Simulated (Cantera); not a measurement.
A Cantera script and its output.

```python
import numpy as np
import cantera as ct

gas = ct.Solution("gri30.yaml")


def delay(T, t_max=10):
    gas.TPX = T, 100000, {'CO': 1, 'H2': 0.057, 'CH4': 1.2, 'O2': 2.93, 'N2': 19, 'CO2': 0.79}
    reactor = ct.IdealGasConstPressureReactor(gas, clone=False)
    net = ct.ReactorNet([reactor])
    net.rtol, net.atol = 1e-8, 1e-16
    while net.time < t_max:
        t_old, T_old = net.time, reactor.T
        net.step()
        if reactor.T > T + 400:  # ignition: a rise of 400 K
            return t_old + (T + 400 - T_old) / (reactor.T - T_old) * (net.time - t_old)
    return np.nan


taus = []
for T in [1200, 1250, 1300, 1350, 1400, 1450, 1500, 1550, 1600]:
    taus.append(delay(T))
    print(f"T0 = {T:6g} K   tau = {taus[-1]:.4e} s")
```

Result:

```
T0 =   1200 K   tau = 5.4821e-02 s
T0 =   1250 K   tau = 2.7803e-02 s
T0 =   1300 K   tau = 1.4437e-02 s
T0 =   1350 K   tau = 7.7126e-03 s
T0 =   1400 K   tau = 4.2615e-03 s
T0 =   1450 K   tau = 2.4480e-03 s
T0 =   1500 K   tau = 1.4671e-03 s
T0 =   1550 K   tau = 9.1792e-04 s
T0 =   1600 K   tau = 5.9829e-04 s
```

Detailed kinetics in Cantera: GRI-Mech 3.0 (53 species, 325 reactions).
